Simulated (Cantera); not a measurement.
Cantera run, input and output.

```python
import numpy as np
import cantera as ct

gas = ct.Solution("gri30.yaml")
gas.TPX = 350, 37000, {'CO': 1, 'H2': 0.037, 'O2': 0.786, 'N2': 3.22}
flame = ct.FreeFlame(gas, width=0.08)
flame.set_refine_criteria(ratio=3, slope=0.08, curve=0.16)
flame.transport_model = "mixture-averaged"
flame.solve(loglevel=0, auto=True)
z, T = flame.grid, flame.T
thick = (T[-1] - T[0]) / np.gradient(T, z).max()
show = ['CO', 'H2', 'O2', 'O', 'N2O', 'CO2']
print(f"laminar burning velocity  {flame.velocity[0] * 100:.3f} cm/s")
print(f"burnt temperature         {T[-1]:.1f} K")
print(f"thermal thickness         {thick * 1e3:.4f} mm")
print(f"grid points               {len(z)}")
z0 = z[flame.heat_release_rate.argmax()]
print(f"{'z/mm':>9s}{'T/K':>9s}{'u/(m/s)':>9s}" + "".join(f"{s:>11s}" for s in show))
rows = []
for k in (-3, -2, -1.5, -1, -0.5, -0.25, 0, 0.25, 0.5, 1, 2, 4, 8):
    zz = z0 + k * thick
    rows.append([k * thick, np.interp(zz, z, T), np.interp(zz, z, flame.velocity),
                 *(np.interp(zz, z, flame.X[gas.species_index(s)]) for s in show)])
    print(f"{rows[-1][0] * 1e3:9.3f}{rows[-1][1]:9.1f}{rows[-1][2]:9.3f}" + "".join(f"{x:11.3e}" for x in rows[-1][3:]))
```

Result:

```
laminar burning velocity  25.167 cm/s
burnt temperature         2018.8 K
thermal thickness         3.2893 mm
grid points               121
     z/mm      T/K  u/(m/s)         CO         H2         O2          O        N2O        CO2
   -9.868    350.0    0.252  1.983e-01  7.316e-03  1.559e-01  7.931e-15  1.992e-15  3.249e-09
   -6.579    350.0    0.252  1.983e-01  7.243e-03  1.559e-01  4.725e-13  5.110e-14  8.240e-08
   -4.934    350.2    0.252  1.983e-01  7.089e-03  1.559e-01  1.423e-11  7.617e-13  1.212e-06
   -3.289    351.8    0.253  1.983e-01  6.667e-03  1.559e-01  3.581e-10  1.187e-11  1.862e-05
   -1.645    405.9    0.291  1.955e-01  5.223e-03  1.547e-01  1.239e-07  1.149e-09  1.738e-03
   -0.822    668.0    0.475  1.762e-01  3.725e-03  1.455e-01  8.905e-05  1.408e-08  1.929e-02
    0.000   1061.7    0.739  1.316e-01  1.520e-03  1.218e-01  3.656e-03  7.891e-08  6.690e-02
    0.822   1326.2    0.904  8.631e-02  3.851e-04  9.551e-02  1.082e-02  1.826e-07  1.187e-01
    1.645   1478.9    0.994  6.002e-02  2.976e-04  8.151e-02  1.325e-02  2.236e-07  1.498e-01
    3.289   1633.9    1.085  4.169e-02  3.079e-04  7.360e-02  1.101e-02  2.390e-07  1.719e-01
    6.579   1761.9    1.161  3.103e-02  2.519e-04  7.025e-02  6.921e-03  2.705e-07  1.847e-01
   13.157   1858.8    1.216  2.168e-02  1.725e-04  6.715e-02  4.054e-03  3.070e-07  1.957e-01
   26.314   1928.6    1.255  1.400e-02  1.078e-04  6.441e-02  2.293e-03  3.213e-07  2.046e-01
```

Computed with Cantera and GRI-Mech 3.0 (53 species, 325 reactions). Burning velocities carry a grid error of a few per cent, more on coarse grids.
